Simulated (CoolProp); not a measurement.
Toluene at 545.77 K and 0.78 MPa flows at 4 m/s in a round tube of 12.7 mm bore and 15 µm roughness, fully developed (64/Re and Nu = 3.66 if laminar; Colebrook and Gnielinski if turbulent). Each further row changes one setting.

Values from CoolProp's reference Helmholtz-energy equation of state, Lemmon 2006. It is a short technical equation, of lower accuracy than the large ones.

```tsv
case	Reynolds number	Darcy friction factor	pressure drop (Pa/m)	heat-transfer coefficient (W/(m² K))	mass flow (kg/h)
as stated	71000	0.0235	260	480	32.0
velocity 8 m/s	142000	0.0222	980	906	64.0
diameter 25.4 mm	142000	0.0199	110	404	128
```

Viscosity comes from a separate model (Avgeri 2015). Thermal conductivity comes from a separate model (Assael 2012).
